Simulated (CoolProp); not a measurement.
1000 sccm (0 °C, 1 atm) of nitrogen bubbles through liquid isohexane at 286 K and leaves saturated at a total pressure of 0.15 MPa (ideal gas phase). Each further row changes one setting.

Computed with CoolProp (reference Helmholtz-energy equation of state, Lemmon 2006). It is a short technical equation, of lower accuracy than the large ones.

```csv
case,vapour pressure (kPa),mole fraction of vapour,delivery (mg/min),delivery (sccm),change of delivery for a bath 1 K warmer (%)
as stated,16.6,0.111,480,125,5.3
bath temperature 291 K,20.8,0.139,620,161,5.2
total pressure 0.3 MPa,16.6,0.0555,226,58.8,4.9
```
